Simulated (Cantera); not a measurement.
Feed: 1 mol SiC, 0.31 mol N2O, 370 mol H2, 0.88 mol CO2, at 1 atm.

Equilibrium computed with Cantera from the NASA thermochemical tables; the gas is ideal and each condensed phase is pure. Candidate condensed phases: C, C6H6, C7H8, C8H18, H2O, Si, SiC, SiO2, Si2N2O, Si3N4; 151 gas species. Mutual solubility and eutectic melting of coexisting phases are not modelled. The tables hold silica as quartz up to 1696 K and as liquid above; real silica turns to tridymite and cristobalite and melts near 1996 K. Kinetics and transport are ignored.

Which condensed phases are stable at each of these points (T (°C)): 800, 900, 1000, 1100, 1200, 1300, 1400?


```csv
T (°C),condensed phases,Si condensed (%)
800,SiO2(β-quartz),100.0
900,SiO2(β-quartz) + Si2N2O(s),100.0
1000,SiO2(β-quartz) + Si2N2O(s),100.0
1100,SiO2(β-quartz) + Si2N2O(s),100.0
1200,SiC(s) + SiO2(β-quartz) + Si2N2O(s),98.5
1300,SiC(s) + SiO2(β-quartz) + Si2N2O(s),83.3
1400,SiC(s) + Si2N2O(s),64.2
```

At 800 °C the condensed part is SiO2(β-quartz). From 900 °C to 1100 °C the condensed part is SiO2(β-quartz) + Si2N2O(s). From 1200 °C to 1300 °C the condensed part is SiC(s) + SiO2(β-quartz) + Si2N2O(s). At 1400 °C the condensed part is SiC(s) + Si2N2O(s).
